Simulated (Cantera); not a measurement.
A diamond (100) surface in a fixed gas of H2 with x(CH4) = 0.0047, x(H) = 0.0017, x(CH3) = 1e-05, 10.5 Torr; coverages are run to steady state.

Computed with Cantera and the Harris–Goodwin 1993 mechanism for the reconstructed diamond (100) surface.

θ: site fractions in the mechanism's names (c6HH fully hydrogenated, c6H* and c6*H radical sites, c6** diradical, c6HM methylated).

```
T (K)  growth (µm/h)      θ c6HH      θ c6H*  θ c6*H      θ c6**      θ c6HM
-----  -------------  ----------  ----------  ------  ----------  ----------
950           0.0518       0.642      0.0140   0.333     0.00650     0.00353
1025          0.0477       0.576      0.0204   0.390      0.0110     0.00164
1100          0.0251       0.517      0.0276   0.438      0.0168    0.000425
1175      (withheld)  (withheld)  (withheld)   0.474  (withheld)  (withheld)
1250          0.0132       0.428      0.0428   0.499      0.0303     1.67e-5
1325          0.0118       0.397      0.0503   0.515      0.0368     3.37e-6
1400      (withheld)       0.376  (withheld)   0.524  (withheld)  (withheld)
```

Problem. Some entries are withheld; supply them.

Solution. 
- 1175, growth (µm/h): 0.0143
- 1175, θ c6HH: 0.468
- 1175, θ c6H*: 0.0352
- 1175, θ c6**: 0.0234
- 1175, θ c6HM: 8.40e-5
- 1400, growth (µm/h): 0.00604
- 1400, θ c6H*: 0.0573
- 1400, θ c6**: 0.0424
- 1400, θ c6HM: 7.22e-7
